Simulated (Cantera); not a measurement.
A Cantera script and what it prints.

```python
import numpy as np
import cantera as ct

gas_names = """
    H H2 N NH NH2 NH3 N2 N2H2 N2H4 Si SiH SiH2 SiH3 SiH4 SiN Si2 Si2N Si3
""".split()
cond_names = """
    Si(cr) Si(L) Si3N4(a)
""".split()


# ... load() reads the species with a 1 bar reference pressure and builds the phases ...
atoms = {
    'trisilylamine': {'Si': 3, 'N': 1, 'H': 9},
    'N2': {'N': 2},
    'H2': {'H': 2},
}
top_T = {'Si3N4(a)': 2400}  # K; cautious upper limits of use, not melting points


# ... equilibrate(T, P, feed) seeds the gas with the atoms and calls Mixture.equilibrate('TP', solver="vcs", rtol=1e-11, max_steps=5000) ...
results = []
feed = {'trisilylamine': 1, 'N2': 3.6, 'H2': 27}  # mol
T = 1798  # K
P = 1333.22  # Pa
mix = equilibrate(T, P, feed)
results.append((T, P, feed, dict(zip(mix.species_names, mix.species_moles))))
print(gas.report(threshold=0.0001))
for i in range(1, mix.n_phases):
    print(f"{mix.phase(i).name:16s} {mix.phase_moles(i):12.5e} mol")
```

Result:

```
       temperature   1798 K
          pressure   1333.2 Pa
           density   0.00044683 kg/m^3
  mean mol. weight   5.0103 kg/kmol
   phase of matter   gas

                          1 kg             1 kmol
                     ---------------   ---------------
          enthalpy        9.4137e+06        4.7166e+07  J
   internal energy          6.43e+06        3.2216e+07  J
           entropy             46127        2.3111e+05  J/K
    Gibbs function       -7.3523e+07       -3.6837e+08  J
 heat capacity c_p            6725.1             33695  J/K
 heat capacity c_v            5065.7             25381  J/K

                      mass frac. Y      mole frac. X     chem. pot. / RT
                     ---------------   ---------------   ---------------
                 H        0.00057609         0.0028635           -11.795
                H2           0.35484           0.88187            -23.59
                N2           0.64282           0.11497           -33.068
                Si         0.0012968        0.00023135           -5.2635
     [  +14 minor]        0.00047016        6.7205e-05

Si(L)             2.98905e+00 mol
Si3N4(a)          0.00000e+00 mol
```

Cantera equilibrium calculation (NASA polynomials, part measured and part estimated; ideal gas, pure solids and liquids). The feed counts by its element totals alone. Gases not in the tables: Si2H6 and higher silanes.
